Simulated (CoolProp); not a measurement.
The numbers come from the reference Helmholtz-energy equation of state, McLinden 2015 in CoolProp.

For the fluoroketone C6F12O (FK-5-1-12), give the phase and the Z, expansivity (1/kK) at 90.85 °C and 982 kPa; 103.85 °C and 982 kPa.


- 90.85 °C and 982 kPa: liquid; Z 0.0740, expansivity 2.87
- 103.85 °C and 982 kPa: liquid; Z 0.0744, expansivity 3.32
